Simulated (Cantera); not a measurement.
An adiabatic, constant-pressure homogeneous reactor starts with 38.7 % H2, 12.9 % O2, 48.4 % N2, at 1425 K and 210000 Pa.

Computed with Cantera and GRI-Mech 3.0 (53 species, 325 reactions). The hydrogen kinetics of GRI-Mech 3.0 are dated; newer H2 mechanisms differ, most at raised pressure.

### Question
Predict: time of steepest temperature rise; temperature at 0.200 s; equilibrium temperature; x(H2) at 0.200 s; x(O2) at 0.200 s; x(N2O) at 0.200 s; x(H) at 0.200 s; x(H2O2) at 0.200 s.

### Answer
```json
{
  "time_of_steepest_temperature_rise": "8.45 µs",
  "temperature at 0.200 s": "2888 K",
  "equilibrium_temperature": "2888 K",
  "x(H2) at 0.200 s": "0.146 (gas-phase equilibrium 0.146)",
  "x(O2) at 0.200 s": "0.00145 (gas-phase equilibrium 0.00145)",
  "x(N2O) at 0.200 s": "1.93e-7 (gas-phase equilibrium 1.93e-7)",
  "x(H) at 0.200 s": "0.0293 (gas-phase equilibrium 0.0293)",
  "x(H2O2) at 0.200 s": "2.12e-7 (gas-phase equilibrium 2.12e-7)"
}
```
